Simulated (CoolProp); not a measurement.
Vapour-liquid equilibrium of R22 (1) + methanol (2) at 65.8 kPa; x and y are mole fractions of (1).

Computed with CoolProp (multi-fluid Helmholtz-energy mixture model, Kamei 1995 and de Reuck 1993; pair parameters Bell 2016).

```
x     bubble temperature (K)  y at the bubble point  dew temperature at overall composition x (K)  liquid density (mol/L)
----  ----------------------  ---------------------  --------------------------------------------  ----------------------
0.05                       …                      …                                         325.8                   24.34
0.15                   255.3                  0.984                                         323.2                   23.99
0.25                   244.6                      …                                         320.4                   23.17
0.35                   238.7                  0.996                                         317.3                   22.27
0.45                   234.8                      …                                         313.7                       …
0.55                   232.0                  0.998                                         309.5                   20.44
0.65                   229.9                  0.999                                         304.4                   19.55
0.75                   228.0                  0.999                                             …                       …
0.85                   226.3                  0.999                                         288.5                   17.83
0.95                   224.5                  1.000                                         270.7                   17.00
```

Problem. What belongs in the gaps?

Solution. 
- 0.05, bubble temperature (K): 283.6
- 0.05, y at the bubble point: 0.887
- 0.25, y at the bubble point: 0.993
- 0.45, y at the bubble point: 0.997
- 0.45, liquid density (mol/L): 21.35
- 0.75, dew temperature at overall composition x (K): 297.8
- 0.75, liquid density (mol/L): 18.68

No azeotrope shows between x = 0.05 and 0.95.

The pair parameters rest on a limited set of measurements; away from them the model extrapolates. With so large a gap from Raoult's law the liquid may split in two, which this calculation doesn't test in full.
